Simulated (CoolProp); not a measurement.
The numbers come from the reference Helmholtz-energy equation of state, Lemmon 2006 in CoolProp. It is a short technical equation, of lower accuracy than the large ones.

For C2F6 (R116), give the phase and the cp (kJ/(kg K)), viscosity (µPa s) at -75.65 °C and 101 kPa; -43.05 °C and 101 kPa; -10.55 °C and 101 kPa.


- -75.65 °C and 101 kPa: gas; cp 0.617, viscosity 9.25
- -43.05 °C and 101 kPa: gas; cp 0.667, viscosity 10.9
- -10.55 °C and 101 kPa: gas; cp 0.720, viscosity 12.4

Viscosity comes from a separate model (Huber 2003), an estimate that may be off by 10 % or more.
